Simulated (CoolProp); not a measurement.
Values from CoolProp's reference Helmholtz-energy equation of state, Gao 2022.

**Question.** For n-perfluorohexane, give the phase and the Z, cv (kJ/(kg K)), Joule-Thomson coefficient (K/MPa), expansivity (1/kK) at 413.4 K and 101 kPa.

**Answer.** 
- 413.4 K and 101 kPa: gas; Z 0.972, cv 0.947, Joule-Thomson coefficient 10.2, expansivity 2.67
